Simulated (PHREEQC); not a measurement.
Solution (60 °C): 0.16 mmol/kgw Ag2SO4, 0.057 mmol/kgw NaCl and 0.91 mmol/kgw Zn(NO3)2. Closed to the air; pH follows from the charge balance.

Computed with PHREEQC (ion-association model, wateq4f.dat).

```
Item                     Result
--------------  ---------------
pH                         5.55
ionic strength  0.00316 mol/kgw
```

| species | molality | activity | log γ |
|---|---|---|---|
| NO3- | 0.00182 | 0.00170 | -0.029 |
| Zn+2 | 0.000885 | 0.000686 | -0.110 |
| Ag+ | 0.000305 | 0.000286 | -0.029 |
| SO4-2 | 0.000137 | 0.000106 | -0.112 |
| Na+ | 5.70e-5 | 5.34e-5 | -0.028 |
| Cl- | 4.32e-5 | 4.04e-5 | -0.029 |
| ZnSO4 | 2.17e-5 | 2.17e-5 | 0.000 |

This is a speciation only: nothing precipitates in the calculation. Examples of supersaturated solids here: Cerargyrite. Others may be too. At this temperature some constants are extrapolated from 25 °C, and those without enthalpy data are left unchanged.
